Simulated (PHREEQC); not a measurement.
0.11 g of hydrous ferric oxide (600 m²/g; 0.2 weak and 0.005 strong sites per Fe, Dzombak-Morel constants, diffuse double layer) in 1 kg of water with 0.1 mol/kgw of an inert sodium salt and 1.4e-06 mol/kgw SrCl2, at 25 °C; the pH is set by adding NaOH or the inert anion's acid. Oxygen is held at 0.21 atm. No CO2 enters from the air. No solid was allowed to form.

The numbers come from PHREEQC with the ion-association model, wateq4f.dat.

| pH | Sr sorbed (%) | surface charge σ (C/m²) | surface potential ψ (mV) |
|---|---|---|---|
| 3 | 0.0 | 0.363 | 153 |
| 3.5 | 0.0 | 0.350 | 151 |
| 4 | 0.0 | 0.321 | 147 |
| 4.5 | 0.0 | 0.272 | 138 |
| 5 | 0.0 | 0.215 | 126 |
| 5.5 | 0.0 | 0.159 | 111 |
| 6 | 0.0 | 0.111 | 93 |
| 6.5 | 0.1 | 0.074 | 74 |
| 7 | 0.3 | 0.045 | 52 |
| 7.5 | 1.9 | 0.022 | 29 |
| 8 | 11.0 | 0.004 | 5 |
| 8.5 | 42.5 | -0.014 | -18 |
| 9 | 80.2 | -0.034 | -42 |

The oxide is taken as insoluble; below pH 4 it would dissolve.
